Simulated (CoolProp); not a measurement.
R1123 along the isobar 5.86 MPa: Z from the reference equation and from simpler models built on Tc = 331.7 K, pc = 4.549 MPa, ω = 0.243; each cubic takes its own stable root.

Computed with CoolProp (reference Helmholtz-energy equation of state, Akasaka 2020).

```json
[
 {"T (K)": "227.6", "phase": "liquid", "reference": "0.1939"},
 {"T (K)": "241.4", "phase": "liquid", "reference": "0.1891"},
 {"T (K)": "255.1", "phase": "liquid", "reference": "0.1858"},
 {"T (K)": "268.9", "phase": "liquid", "reference": "0.1839"},
 {"T (K)": "282.7", "phase": "liquid", "reference": "0.1836"},
 {"T (K)": "296.4", "phase": "liquid", "reference": "0.1855"},
 {"T (K)": "310.2", "phase": "liquid", "reference": "0.1908"},
 {"T (K)": "324", "phase": "liquid", "reference": "0.2028"},
 {"T (K)": "337.7", "phase": "supercritical", "reference": "0.2402"},
 {"T (K)": "351.5", "phase": "supercritical", "reference": "0.4592"},
 {"T (K)": "365.3", "phase": "supercritical", "reference": "0.5936"}
]
```

How far does each simpler model (van der Waals, Soave-Redlich-Kwong) lie from the reference over these 11 states: mean and median of the absolute difference, and the worst?


- van der Waals: mean 47.2 %, median 56.7 %, worst +61.4 % at 227.6 K and 5.86 MPa
- Soave-Redlich-Kwong: mean 12.2 %, median 10.6 %, worst +24.2 % at 337.7 K and 5.86 MPa
